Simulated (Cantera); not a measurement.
## Catalytic stagnation flow on Pt

A jet of 5.54 % CH4, 8.59 % O2, 85.9 % N2 at 300 K and 0.178 atm hits a platinum plate 5.2 cm away at a mass flux of 0.17 kg/m²/s; the plate temperature is set and raised in steps from an oxygen-covered start.

Computed with Cantera and Deutschmann's 1995 Pt surface mechanism with GRI-Mech 3.0 gas chemistry. Catalytic surfaces can have several steady states; this one follows from the mechanism file's or the stated starting coverage.

| plate T (K) | wall x CH4 | wall x O2 | wall x H2O | wall x OH | wall x CO | wall x CO2 | θ free Pt | θ H* | θ CO* | θ C* |
|---|---|---|---|---|---|---|---|---|---|---|
| 850 | 0.0126 | 0.00516 | 0.0795 | <1e-8 | 0.0202 | 0.0290 | 0.414 | 4.38e-5 | 0.583 | 0.00268 |
| 900 | 0.00903 | 0.00380 | 0.0854 | <1e-8 | 0.0322 | 0.0192 | 0.502 | 0.000132 | 0.493 | 0.00511 |
| 950 | 0.00625 | 0.00274 | 0.0898 | <1e-8 | 0.0413 | 0.0118 | 0.612 | 0.000374 | 0.379 | 0.00905 |
| 1000 | 0.00448 | 0.00206 | 0.0913 | <1e-8 | 0.0457 | 0.00882 | 0.727 | 0.000821 | 0.261 | 0.0113 |
| 1050 | 0.00346 | 0.00167 | 0.0899 | <1e-8 | 0.0456 | 0.0102 | 0.830 | 0.00121 | 0.161 | 0.00786 |
x: mole fraction at the wall; θ: surface coverage.
